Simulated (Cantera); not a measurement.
# CuO + C + H₂ (carbothermic reduction)

Charge: 1 mol CuO, 4 mol C, 19 mol H₂, equilibrated at 950 K.

Cantera equilibrium calculation (NASA polynomials, part measured and part estimated; ideal gas, pure solids and liquids). Candidate condensed phases: C, C₆H₆, C₇H₈, C₈H₁₈, Cu, CuO, Cu(OH)₂, Cu₂O, H₂O; 113 gas species. Equilibrium is a limit: real reactors are often held back by kinetics, nucleation or transport.

```csv
P (Pa),log p H₂,log p CH₄,log p H₂O,log p CO,n C(graphite),n Cu(s)
10,-4.02,-8.82,-9.35,-5.30,3.00,1.00
36,-3.47,-7.71,-8.24,-4.74,3.00,1.00
130,-2.91,-6.59,-7.13,-4.19,3.00,1.00
460,-2.36,-5.50,-6.03,-3.64,2.99,1.00
1700,-1.79,-4.36,-4.90,-3.08,2.97,1.00
6000,-1.25,-3.27,-3.82,-2.54,2.88,1.00
22000,-0.69,-2.17,-2.75,-2.03,2.57,1.00
77000,-0.18,-1.14,-1.81,-1.60,1.71,1.00
280000,0.30,-0.19,-0.96,-1.24,0,1.00
1000000,0.83,0.42,-0.21,-1.47,0,1.00
```
log p: log10 of the partial pressure in bar; n: condensed amount in mol.

From 10.0 Pa to 0.770 bar the condensed part is C(graphite) + Cu(s). From 2.80 bar to 10.0 bar the condensed part is Cu(s).
